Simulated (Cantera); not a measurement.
Cantera run:

```python
import numpy as np
import cantera as ct

gas_names = """
    Br Br2 H HBr HO2 H2 H2O H2O2 O OH O2 O3
""".split()
cond_names = """
    Br2(cr) Br2(L) H2O(s) H2O(L)
""".split()


# ... load() reads the species with a 1 bar reference pressure and builds the phases ...
atoms = {
    'HBr': {'H': 1, 'Br': 1},
    'H2O': {'H': 2, 'O': 1},
    'H2': {'H': 2},
}
top_T = {}  # K; cautious upper limits of use, not melting points


# ... equilibrate(T, P, feed) seeds the gas with the atoms and calls Mixture.equilibrate('TP', solver="vcs", rtol=1e-11, max_steps=5000) ...
results = []
feed = {'HBr': 1, 'H2O': 0.14, 'H2': 0.33}  # mol
P = 101325  # Pa
for T in [2473, 2523, 2573, 2623, 2673, 2723, 2773, 2823, 2873, 2923, 2973]:
    mix = equilibrate(T, P, feed)
    results.append((T, P, feed, dict(zip(mix.species_names, mix.species_moles))))
    x = sorted(zip(gas.X, gas.species_names), reverse=True)
    print(f"T = {T:g} K  P = {P:g} Pa  gas = {mix.phase_moles(0):.4g} mol")
    print("   x: " + "  ".join(f"{s} {v:.3e}" for v, s in x if v > 1e-05))
    print("   condensed (mol): " + ("  ".join(f"{mix.phase(i).name} {mix.phase_moles(i):.4g}"
          for i in range(1, mix.n_phases) if mix.phase_moles(i) > 1e-12) or "none"))
```

Result:

```
T = 2473 K  P = 101325 Pa  gas = 1.633 mol
   x: HBr 4.242e-01  H2 2.906e-01  Br 1.868e-01  H2O 8.501e-02  H 1.194e-02  OH 7.016e-04  Br2 6.855e-04  O 1.906e-05
   condensed (mol): none
T = 2523 K  P = 101325 Pa  gas = 1.651 mol
   x: HBr 4.005e-01  H2 2.953e-01  Br 2.037e-01  H2O 8.383e-02  H 1.500e-02  OH 9.061e-04  Br2 6.688e-04  O 3.017e-05
   condensed (mol): none
T = 2573 K  P = 101325 Pa  gas = 1.671 mol
   x: HBr 3.770e-01  H2 2.996e-01  Br 2.203e-01  H2O 8.258e-02  H 1.868e-02  OH 1.157e-03  Br2 6.469e-04  O 4.690e-05
   condensed (mol): none
T = 2623 K  P = 101325 Pa  gas = 1.691 mol
   x: HBr 3.537e-01  H2 3.033e-01  Br 2.365e-01  H2O 8.125e-02  H 2.304e-02  OH 1.463e-03  Br2 6.209e-04  O 7.167e-05
   condensed (mol): none
T = 2673 K  P = 101325 Pa  gas = 1.712 mol
   x: HBr 3.309e-01  H2 3.064e-01  Br 2.521e-01  H2O 7.983e-02  H 2.819e-02  OH 1.831e-03  Br2 5.916e-04  O 1.078e-04  O2 1.137e-05
   condensed (mol): none
T = 2723 K  P = 101325 Pa  gas = 1.733 mol
   x: H2 3.087e-01  HBr 3.087e-01  Br 2.671e-01  H2O 7.830e-02  H 3.419e-02  OH 2.270e-03  Br2 5.600e-04  O 1.597e-04  O2 1.634e-05
   condensed (mol): none
T = 2773 K  P = 101325 Pa  gas = 1.756 mol
   x: H2 3.102e-01  HBr 2.872e-01  Br 2.813e-01  H2O 7.666e-02  H 4.113e-02  OH 2.788e-03  Br2 5.270e-04  O 2.333e-04  O2 2.317e-05
   condensed (mol): none
T = 2823 K  P = 101325 Pa  gas = 1.779 mol
   x: H2 3.108e-01  Br 2.945e-01  HBr 2.665e-01  H2O 7.488e-02  H 4.910e-02  OH 3.395e-03  Br2 4.932e-04  O 3.361e-04  O2 3.243e-05
   condensed (mol): none
T = 2873 K  P = 101325 Pa  gas = 1.804 mol
   x: H2 3.104e-01  Br 3.069e-01  HBr 2.466e-01  H2O 7.295e-02  H 5.817e-02  OH 4.097e-03  O 4.779e-04  Br2 4.594e-04  O2 4.483e-05
   condensed (mol): none
T = 2923 K  P = 101325 Pa  gas = 1.829 mol
   x: Br 3.182e-01  H2 3.089e-01  HBr 2.276e-01  H2O 7.083e-02  H 6.841e-02  OH 4.900e-03  O 6.710e-04  Br2 4.259e-04  O2 6.120e-05
   condensed (mol): none
T = 2973 K  P = 101325 Pa  gas = 1.856 mol
   x: Br 3.284e-01  H2 3.064e-01  HBr 2.096e-01  H 7.987e-02  H2O 6.852e-02  OH 5.807e-03  O 9.304e-04  Br2 3.932e-04  O2 8.249e-05
   condensed (mol): none
```

Equilibrium computed with Cantera from the NASA thermochemical tables; the gas is ideal and each condensed phase is pure.
